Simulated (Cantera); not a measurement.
A Cantera script and its output.

```python
import numpy as np
import cantera as ct

gas = ct.Solution("gri30.yaml")
gas.TPX = 1675, 1600000, {'CH4': 1, 'CO': 0.18, 'O2': 1, 'N2': 40.5}
reactor = ct.IdealGasConstPressureReactor(gas, energy="on", clone=False)
net = ct.ReactorNet([reactor])
net.rtol, net.atol = 1e-08, 1e-16
show = ['CH4', 'CO', 'O2', 'CH2CO', 'HCO']
times = np.geomspace(1e-06, 0.8, 12)

steps = ct.SolutionArray(gas, extra=["t"])
rows = []
print(f"{'t/s':>10s}{'T/K':>9s}{'P/Pa':>11s}" + "".join(f"{s:>11s}" for s in show))
for t in times:
    while net.time < t:
        t_next = net.step()
        steps.append(gas.state, t=t_next)
    rows.append([np.interp(t, steps.t, y) for y in (steps.T, steps.P, *steps(*show).X.T)])
    print(f"{t:10.3e}{rows[-1][0]:9.1f}{rows[-1][1]:11.4g}" + "".join(f"{x:11.3e}" for x in rows[-1][2:]))
rate = np.gradient(steps.T, steps.t)
print("integrator steps:", len(steps.t))
if steps.T.max() > steps.T[0] + 200:
    print(f"time of steepest temperature rise: {steps.t[rate.argmax()]:.4e} s")
gas.TPX = 1675, 1600000, {'CH4': 1, 'CO': 0.18, 'O2': 1, 'N2': 40.5}
gas.equilibrate("HP")
print(f"equilibrium (HP): T = {gas.T:.1f} K  " + "  ".join(f"{s} {gas[s].X[0]:.3e}" for s in show))
```

It prints:

```
       t/s      T/K       P/Pa        CH4         CO         O2      CH2CO        HCO
 1.000e-06   1675.0    1.6e+06  2.343e-02  4.217e-03  2.343e-02  1.060e-11  6.248e-12
 3.441e-06   1674.9    1.6e+06  2.342e-02  4.217e-03  2.343e-02  1.486e-10  2.357e-11
 1.184e-05   1674.8    1.6e+06  2.337e-02  4.217e-03  2.342e-02  2.383e-09  4.088e-10
 4.073e-05   1675.2    1.6e+06  2.310e-02  4.225e-03  2.332e-02  8.199e-08  6.863e-09
 1.401e-04   1680.7    1.6e+06  2.102e-02  4.622e-03  2.237e-02  9.225e-06  7.336e-08
 4.822e-04   1854.2    1.6e+06  2.642e-03  1.801e-02  1.383e-03  2.947e-05  2.640e-08
 1.659e-03   1867.6    1.6e+06  1.611e-03  1.756e-02  4.504e-06  1.611e-06  3.438e-09
 5.708e-03   1864.2    1.6e+06  9.246e-04  1.732e-02  4.983e-10  1.269e-06  3.276e-09
 1.964e-02   1861.2    1.6e+06  5.926e-04  1.899e-02  3.921e-10  8.094e-07  3.558e-09
 6.758e-02   1858.0    1.6e+06  3.208e-04  2.155e-02  2.970e-10  2.442e-07  4.056e-09
 2.325e-01   1855.5    1.6e+06  3.331e-05  2.294e-02  2.478e-10  8.822e-09  4.305e-09
 8.000e-01   1855.3    1.6e+06  1.204e-09  2.301e-02  2.465e-10  1.914e-13  4.335e-09
integrator steps: 2124
equilibrium (HP): T = 1855.3 K  CH4 8.375e-10  CO 2.301e-02  O2 2.463e-10  CH2CO 1.346e-13  HCO 4.337e-09
```

Cantera simulation using GRI-Mech 3.0 (53 species, 325 reactions); the numbers are that mechanism's predictions, not measurements. The pressure lies above the range GRI-Mech 3.0 was tuned for (to about 10 atm).
